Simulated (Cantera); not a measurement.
An isothermal, constant-pressure homogeneous reactor starts with 21.3 % C2H6, 78.7 % N2, at 1075 K and 100.0 Torr.

Cantera simulation using GRI-Mech 3.0 (53 species, 325 reactions); the numbers are that mechanism's predictions, not measurements. GRI-Mech 3.0 stops at C3 and has no aromatics, soot or wall deposition, so with more carbon than oxygen in the feed, carbon stays in small species such as C2H2 where larger ones or solid carbon would form.

Predict: x(C2H6) at 60.0 s; x(C2H4) at 60.0 s; x(H) at 60.0 s.


```
Item                                                 Result
-----------------  ----------------------------------------
x(C2H6) at 60.0 s  0.00202 (gas-phase equilibrium 0.000188)
x(C2H4) at 60.0 s      0.110 (gas-phase equilibrium 0.0302)
x(H) at 60.0 s      2.45e-7 (gas-phase equilibrium 9.73e-9)
```
